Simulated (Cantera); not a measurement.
A Cantera script and its output.

```python
import numpy as np
import cantera as ct

gas = ct.Solution("gri30.yaml", transport_model="mixture-averaged")
show = ['H', 'CO2', 'H2']

rows = []
print(f"{'T/K':>7s}{'rho':>11s}{'cp':>10s}{'mu':>11s}{'lambda':>11s}{'Pr':>7s}" + "".join(f"{'D_' + s:>11s}" for s in show))
for T in [400, 600, 800, 1000, 1200, 1400, 1600, 1800, 2000]:
    gas.TPX = T, 100000, {'C2H2': 0.49, 'N2': 0.069}
    Pr = gas.cp_mass * gas.viscosity / gas.thermal_conductivity
    D = [gas.mix_diff_coeffs_mole[gas.species_index(s)] for s in show]
    rows.append([gas.density, gas.cp_mass, gas.viscosity, gas.thermal_conductivity, Pr, *D])
    print(f"{T:7g}{gas.density:11.4e}{gas.cp_mass:10.1f}{gas.viscosity:11.4e}"
          f"{gas.thermal_conductivity:11.4e}{Pr:7.3f}" + "".join(f"{d:11.4e}" for d in D))
print("SI units: kg/m3, J/kg/K, Pa s, W/m/K, m2/s")
```

It prints:

```
    T/K        rho        cp         mu     lambda     Pr        D_H      D_CO2       D_H2
    400 7.9025e-01    1814.3 1.4430e-05 3.5326e-02  0.741 1.6225e-04 2.2023e-05 1.0623e-04
    600 5.2683e-01    2079.4 1.9950e-05 5.5535e-02  0.747 3.3314e-04 4.6076e-05 2.1134e-04
    800 3.9512e-01    2263.0 2.4660e-05 7.4761e-02  0.746 5.4748e-04 7.6475e-05 3.4226e-04
   1000 3.1610e-01    2418.8 2.8854e-05 9.3252e-02  0.748 8.0041e-04 1.1245e-04 4.9645e-04
   1200 2.6342e-01    2548.0 3.2689e-05 1.1105e-01  0.750 1.0887e-03 1.5351e-04 6.7214e-04
   1400 2.2578e-01    2654.0 3.6255e-05 1.2816e-01  0.751 1.4100e-03 1.9927e-04 8.6803e-04
   1600 1.9756e-01    2740.8 3.9614e-05 1.4460e-01  0.751 1.7625e-03 2.4949e-04 1.0831e-03
   1800 1.7561e-01    2811.8 4.2807e-05 1.6039e-01  0.750 2.1449e-03 3.0394e-04 1.3164e-03
   2000 1.5805e-01    2870.1 4.5864e-05 1.7553e-01  0.750 2.5558e-03 3.6247e-04 1.5673e-03
SI units: kg/m3, J/kg/K, Pa s, W/m/K, m2/s
```

Computed with Cantera and GRI-Mech 3.0 (53 species, 325 reactions). The composition is frozen, though it would react at the higher temperatures.
